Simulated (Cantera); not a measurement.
## Transport properties of process gases

Gas mixture: CH3OH : C2H2 : CO = 0.63 : 0.59 : 0.96 (molar parts), at 4.58 Torr, frozen composition.

Cantera's kinetic-theory transport with the Lennard-Jones parameters of GRI-Mech 3.0, ideal gas; thermal conductivity in the mixture-averaged form. Polar gases are described roughly by these parameters. The composition is frozen, though it would react at the higher temperatures.

```tsv
T (K)	ρ (kg/m³)	cp (J/kg/K)	μ (µPa s)	λ (mW/m/K)	Pr	D (cm²/s) H2O	D (cm²/s) H2	D (cm²/s) O
400	0.00525	1445	16.4	31.7	0.750	53.9	187	77.1
550	0.00382	1638	21.4	45.8	0.766	99.8	322	134
700	0.00300	1802	25.9	60.0	0.779	157	484	203
850	0.00247	1937	30.0	73.9	0.787	224	669	283
1000	0.00210	2056	33.9	87.4	0.797	300	878	372
1150	0.00183	2153	37.4	100	0.803	385	1110	470
1300	0.00162	2235	40.8	113	0.807	477	1360	577
1450	0.00145	2303	44.0	125	0.810	577	1630	692
```
D: mixture-averaged diffusion coefficient of that species in the mixture.
